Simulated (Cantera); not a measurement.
Cantera run, input and output.

```python
import numpy as np
import cantera as ct

gas = ct.Solution("gri30.yaml")
gas.TPX = 525, 490000, {'CH4': 1, 'H2': 0.18, 'O2': 2.09, 'N2': 7.86}
inlet = ct.Reservoir(gas, clone=True)
gas.equilibrate("HP")  # start burning
reactor = ct.IdealGasConstPressureReactor(gas, energy="on", clone=False)
exhaust = ct.Reservoir(gas, clone=True)
tau = [0.056, 0.021, 0.0081, 0.0031, 0.0012, 0.00045, 0.00017, 6.5e-05, 2.5e-05, 9.4e-06][0]
for a, b in ((inlet, reactor), (reactor, exhaust)):
    ct.MassFlowController(a, b, mdot=lambda t: reactor.mass / tau)
net = ct.ReactorNet([reactor])
show = ['CH4', 'H2', 'O2', 'HO2', 'C2H2']

rows = []
print(f"{'tau/s':>10s}{'T/K':>9s}" + "".join(f"{s:>11s}" for s in show))
for tau in [0.056, 0.021, 0.0081, 0.0031, 0.0012, 0.00045, 0.00017, 6.5e-05, 2.5e-05, 9.4e-06]:
    net.initial_time = 0.0
    net.advance(30 * tau)
    before = gas.X
    net.advance(40 * tau)
    drift = np.max(np.abs(gas.X - before) / (gas.X + 1e-9))
    rows.append([gas.T, *gas[show].X, drift])
    print(f"{tau:10.3e}{gas.T:9.1f}" + "".join(f"{x:11.3e}" for x in gas[show].X))
```

Output:

```
     tau/s      T/K        CH4         H2         O2        HO2       C2H2
 5.600e-02   2383.2  1.409e-06  4.166e-03  5.214e-03  1.377e-06  1.775e-10
 2.100e-02   2380.3  3.529e-06  4.295e-03  5.638e-03  1.517e-06  1.017e-09
 8.100e-03   2372.3  8.222e-06  4.610e-03  6.347e-03  1.790e-06  4.824e-09
 3.100e-03   2355.1  1.814e-05  5.257e-03  7.496e-03  2.334e-06  1.871e-08
 1.200e-03   2325.7  3.745e-05  6.337e-03  9.212e-03  3.392e-06  5.652e-08
 4.500e-04   2280.3  7.693e-05  7.961e-03  1.170e-02  5.512e-06  1.484e-07
 1.700e-04   2219.2  1.602e-04  1.005e-02  1.500e-02  9.493e-06  3.695e-07
 6.500e-05   2141.6  3.577e-04  1.243e-02  1.945e-02  1.686e-05  1.025e-06
 2.500e-05   2038.9  9.853e-04  1.506e-02  2.691e-02  3.311e-05  4.340e-06
 9.400e-06    525.0  8.985e-02  1.617e-02  1.878e-01  3.947e-19  2.282e-19
```

Cantera simulation using GRI-Mech 3.0 (53 species, 325 reactions); the numbers are that mechanism's predictions, not measurements.
